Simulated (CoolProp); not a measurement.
A Linde-Hampson liquefier for methane: isothermal reversible compression at 290 K from 1 atm to 40 MPa, throttling to 1 atm, return gas leaving the recuperator 0 K below the feed. Each further row changes one setting.

Computed with CoolProp (reference Helmholtz-energy equation of state, Setzmann 1991).

| case | liquid yield per pass | compression work (kJ/kg of gas) |
|---|---|---|
| as stated | 0.267 | 840 |
| high pressure 80 MPa | 0.239 | ? |
| warm-end temperature 320 K | ? | ? |
| warm-end gap 5 K | ? | 840 |

Task: Complete the blanks.

Result: 
- high pressure 80 MPa, compression work (kJ/kg of gas): 976
- warm-end temperature 320 K, liquid yield per pass: 0.215
- warm-end temperature 320 K, compression work (kJ/kg of gas): 950
- warm-end gap 5 K, liquid yield per pass: 0.258
